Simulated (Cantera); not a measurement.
A Cantera script and what it prints.

```python
import numpy as np
import cantera as ct

gas_names = [...]  # 47 gases of nasa_gas.yaml made of Ca, F, H, N, O
cond_names = """
    Ca(a) Ca(b) Ca(L) CaF2(a) CaF2(b) CaF2(L) CaO(s) CaO(L) CaO2H2(s) H2O(s) H2O(L)
""".split()


# ... load() reads the species with a 1 bar reference pressure and builds the phases ...
atoms = {
    'CaF2': {'Ca': 1, 'F': 2},
    'H2O': {'H': 2, 'O': 1},
    'N2': {'N': 2},
}
top_T = {}  # K; cautious upper limits of use, not melting points


# ... equilibrate(T, P, feed) seeds the gas with the atoms and calls Mixture.equilibrate('TP', solver="vcs", rtol=1e-11, max_steps=5000) ...
results = []
T = 1623  # K
P = 1333.22  # Pa
for m in [0.55, 0.95, 1.7, 2.9, 5.1, 8.9, 16, 27, 47, 83]:
    feed = {'CaF2': 1, 'H2O': 4.2, 'N2': m}  # mol
    mix = equilibrate(T, P, feed)
    results.append((T, P, feed, dict(zip(mix.species_names, mix.species_moles))))

top = {s: max(r[3][s] / sum(r[3][g] for g in gas_names) for r in results) for s in gas_names}
cols = sorted((s for s in top if top[s] > 1e-05), key=lambda s: -top[s])[:9]
seen = [c for c in cond_names if any(r[3].get(c, 0) > 1e-12 for r in results)]
print("log10 of partial pressures in bar; condensed amounts in mol")
print(f"{'n(N2)':>10s}" + "".join(f"{s[:9]:>10s}" for s in cols + seen))
for T, P, feed, n in results:
    ng = sum(n[g] for g in gas_names)
    print(f"{feed['N2']:10.4g}" + "".join(f"{np.log10(max(n[s] / ng * P / 1e5, 1e-99)):10.3f}" for s in cols)
          + "".join(f"{n.get(c, 0):10.4g}" for c in seen))
```

It prints:

```
log10 of partial pressures in bar; condensed amounts in mol
     n(N2)        N2       H2O        HF      CaF2        H2        O2        OH        NO         H   CaF2(b)    CaO(s)
      0.55    -2.868    -2.058    -2.499    -4.622    -4.626    -4.989    -5.284    -6.209    -6.474     0.347    0.6433
      0.95    -2.663    -2.094    -2.516    -4.622    -4.649    -5.015    -5.308    -6.119    -6.485    0.3237    0.6658
       1.7    -2.466    -2.154    -2.547    -4.622    -4.687    -5.058    -5.349    -6.042    -6.504    0.2826    0.7055
       2.9    -2.309    -2.237    -2.588    -4.622    -4.741    -5.117    -5.405    -5.994    -6.531    0.2226    0.7633
       5.1    -2.175    -2.360    -2.650    -4.622    -4.821    -5.204    -5.488    -5.970    -6.571    0.1263    0.8555
       8.9    -2.075    -2.518    -2.734    -4.633    -4.923    -5.315    -5.595    -5.975    -6.622         0    0.9754
        16    -1.998    -2.695    -2.911    -4.810    -5.038    -5.440    -5.715    -5.999    -6.679         0    0.9754
        27    -1.952    -2.877    -3.093    -4.991    -5.156    -5.568    -5.838    -6.040    -6.738         0    0.9753
        47    -1.921    -3.087    -3.303    -5.201    -5.292    -5.716    -5.980    -6.099    -6.806         0    0.9753
        83    -1.902    -3.316    -3.530    -5.428    -5.439    -5.879    -6.135    -6.170    -6.880         0    0.9753
```

Cantera equilibrium calculation (NASA polynomials, part measured and part estimated; ideal gas, pure solids and liquids). Mutual solubility and eutectic melting of coexisting phases are not modelled.
